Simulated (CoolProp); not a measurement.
Vapour-liquid equilibrium of n-hexane (1) + hexamethyldisiloxane (MM) (2) at 0.00398 bar; x and y are mole fractions of (1).

The numbers come from the multi-fluid Helmholtz-energy mixture model, Thol 2019 and Thol 2016; pair parameters Bell 2016 in CoolProp.

```tsv
x	bubble temperature, mixture model (K)	bubble temperature, Raoult's law (K)	y, mixture model	y, Raoult's law
0.05	___	252.6	0.206	0.226
0.2	247.5	246.4	0.558	0.600
0.35	___	242.0	___	0.773
0.5	240.0	238.7	___	0.869
0.65	237.0	236.1	0.928	0.927
0.8	___	233.9	0.971	0.966
0.95	232.1	232.0	0.995	0.993
```

Task: Fill in the missing entries.

Result: 
- 0.05, bubble temperature, mixture model (K): 252.9
- 0.35, bubble temperature, mixture model (K): 243.5
- 0.35, y, mixture model: 0.743
- 0.5, y, mixture model: 0.856
- 0.8, bubble temperature, mixture model (K): 234.3

The largest gap from Raoult's law is +1.5 K in bubble temperature, at x = 0.35. No azeotrope shows between x = 0.05 and 0.95.

Pair parameters are fitted to limited data, so mixtures are less certain than the pure fluids.
